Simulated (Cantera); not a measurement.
Equilibrium for carbothermic reduction: Ta2O5 + C + H2

Charge: 1 mol Ta2O5, 4 mol C, 1.6 mol H2, equilibrated at 5.00 mbar.

These are equilibrium values from Cantera (NASA tables, ideal gas, pure condensed phases), not measurements of a reactor. Candidate condensed phases: C, C6H6, C7H8, C8H18, H2O, Ta, TaC, Ta2O5; 113 gas species. Mutual solubility and eutectic melting of coexisting phases are not modelled. TaC: taken at fixed stoichiometry. Condensed phases not in the tables: Ta2C, N, O or C dissolved in the metal. Kinetics and transport are ignored.

```tsv
T (K)	x CO	x H2	x H	x TaO2	x TaO	n C(graphite)	n TaC(s)	n Ta2O5(s)	n Ta(s)	n Ta2O5(l)
1073	0.593	0.406	1.26e-7	<1e-12	<1e-12	0.726	0.936	0.532	0	0
1273	0.641	0.359	6.04e-6	<1e-12	<1e-12	0	1.14	0.428	0	0
1473	0.641	0.359	0.000107	1.92e-10	3.16e-12	0	1.14	0.428	0	0
1673	0.640	0.358	0.000964	1.10e-7	5.52e-9	0	1.14	0.428	0	0
1873	0.639	0.355	0.00544	1.56e-5	1.89e-6	0	1.14	0.428	0	0
2073	0.706	0.272	0.0194	0.000700	0.000135	0	0	0	1.60	0.197
2273	0.684	0.243	0.0586	0.0101	0.00221	0	0	0	1.58	0.172
2473	0.606	0.175	0.132	0.0654	0.0190	0	0	0	1.44	0
2673	0.563	0.107	0.237	0.0471	0.0455	0	0	0	1.34	0
```
x: gas mole fraction; n: condensed amount in mol.

At 1073 K the condensed part is C(graphite) + TaC(s) + Ta2O5(s). From 1273 K to 1873 K the condensed part is TaC(s) + Ta2O5(s). From 2073 K to 2273 K the condensed part is Ta(s) + Ta2O5(l). From 2473 K to 2673 K the condensed part is Ta(s).
